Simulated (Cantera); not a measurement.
An isothermal, constant-pressure homogeneous reactor starts with 0.202 % CO, 3.31 % O2, 3.86 % H2O, 91.8 % N2, 0.799 % CH4, equivalence ratio 0.51, at 1300 K and 970000 Pa.

Detailed kinetics in Cantera: GRI-Mech 3.0 (53 species, 325 reactions). The temperature is held fixed by assumption; the heat of reaction is taken as removed at once.

x: mole fraction; the columns are a selection and need not sum to one.

| t (s) | x CO | x O2 | x H2O | x HO2 | x NO | x N2O |
|---|---|---|---|---|---|---|
| 1.00e-6 | 0.00202 | 0.0331 | 0.0386 | 7.48e-10 | <1e-12 | <1e-12 |
| 3.88e-6 | 0.00202 | 0.0331 | 0.0386 | 2.92e-9 | <1e-12 | <1e-12 |
| 1.51e-5 | 0.00202 | 0.0331 | 0.0386 | 1.10e-8 | <1e-12 | <1e-12 |
| 5.84e-5 | 0.00202 | 0.0331 | 0.0386 | 3.79e-8 | <1e-12 | 1.01e-12 |
| 0.000227 | 0.00202 | 0.0331 | 0.0386 | 1.01e-7 | <1e-12 | 9.82e-12 |
| 0.000879 | 0.00202 | 0.0331 | 0.0386 | (withheld) | <1e-12 | 1.11e-10 |
| 0.00341 | 0.00202 | 0.0330 | 0.0387 | 9.07e-7 | <1e-12 | 1.30e-9 |
| 0.0132 | 0.00240 | 0.0173 | 0.0545 | 9.56e-6 | 6.38e-9 | 5.61e-7 |
| 0.0514 | (withheld) | 0.0161 | 0.0546 | (withheld) | (withheld) | 5.32e-7 |
| 0.199 | 4.68e-9 | 0.0161 | 0.0546 | 7.14e-9 | 1.42e-8 | 1.05e-7 |
| 0.773 | 3.91e-9 | 0.0161 | 0.0546 | 7.11e-9 | 1.45e-8 | 2.66e-8 |
| 3.00 | 3.91e-9 | 0.0161 | 0.0546 | 7.11e-9 | 1.48e-8 | 2.65e-8 |

Question: Complete the blanks.

Answer: 
- 0.000879, x HO2: 2.37e-7
- 0.0514, x CO: 2.58e-5
- 0.0514, x HO2: 1.75e-7
- 0.0514, x NO: 1.20e-8
